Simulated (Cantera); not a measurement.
Input: 1 mol C2H4, 1.8 mol O2, a varied amount of H2, at 648.15 K and 100 Torr.

Points: n(H2) (mol) = 0.43, 1, 2.5, 6, 14, 35, 83.

Cantera's Mixture.equilibrate('TP', solver="vcs", rtol=1e-11, max_steps=5000) on the NASA tables stopped like this:

```
T = 648.15 K  P = 13332.2 Pa  n(H2) = 0.43 mol  gas = 3.277 mol
   x: H2O 4.217e-01  CO2 3.347e-01  H2 1.521e-01  CH4 8.388e-02  CO 7.590e-03
   condensed (mol): C(gr) 0.6036
ERROR: FAILURE its = 5001!

*******************************************************************************
CanteraError thrown by MultiPhase::equilibrate:
VCS solver failed. Return code: -1
*******************************************************************************
```

Problem. What got this run through?

Solution. One answer among several that fit: The failure is numerical, not chemical. The same input converged with solver="gibbs", rtol=1e-10, max_steps=50000, and the result passed a check of the equilibrium conditions:
```
T = 648.15 K  P = 13332.2 Pa  n(H2) = 0.43 mol  gas = 3.277 mol
   x: H2O 4.217e-01  CO2 3.347e-01  H2 1.521e-01  CH4 8.388e-02  CO 7.590e-03
   condensed (mol): C(gr) 0.6036
T = 648.15 K  P = 13332.2 Pa  n(H2) = 1 mol  gas = 3.627 mol
   x: H2O 4.358e-01  CO2 2.750e-01  H2 1.734e-01  CH4 1.090e-01  CO 6.880e-03
   condensed (mol): C(gr) 0.5824
T = 648.15 K  P = 13332.2 Pa  n(H2) = 2.5 mol  gas = 4.554 mol
   x: H2O 4.338e-01  H2 2.160e-01  CO2 1.756e-01  CH4 1.691e-01  CO 5.498e-03
   condensed (mol): C(gr) 0.4049
T = 648.15 K  P = 13332.2 Pa  n(H2) = 6 mol  gas = 6.83 mol
   x: H2O 4.082e-01  H2 2.990e-01  CH4 2.320e-01  CO2 5.810e-02  CO 2.676e-03
   condensed (mol): none
T = 648.15 K  P = 13332.2 Pa  n(H2) = 14 mol  gas = 14.03 mol
   x: H2 6.026e-01  H2O 2.548e-01  CH4 1.416e-01  CO2 8.377e-04  CO 1.246e-04
   condensed (mol): none
T = 648.15 K  P = 13332.2 Pa  n(H2) = 35 mol  gas = 35 mol
   x: H2 8.400e-01  H2O 1.028e-01  CH4 5.712e-02  CO2 1.456e-05  CO 7.480e-06
   condensed (mol): none
T = 648.15 K  P = 13332.2 Pa  n(H2) = 83 mol  gas = 83 mol
   x: H2 9.325e-01  H2O 4.337e-02  CH4 2.409e-02
   condensed (mol): none
```

The gas is ideal and each condensed phase is pure.
